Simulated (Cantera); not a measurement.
A closed system holds: 1 mol S, 0.14 mol H2O, 1.7 mol H2, equilibrated at 1.00 bar.

Method: chemical equilibrium by Gibbs-energy minimisation in Cantera with the NASA 1993 tables (ideal gas, pure condensed phases). Candidate condensed phases: H2O, H2SO4, S; 19 gas species. Rates play no part.

At 1875 K, list the 4 most abundant gas species with their mole fractions, and the condensed phases.

H2 0.601, H2S 0.186, S2 0.132, H2O 0.0647. Condensed: gas only.
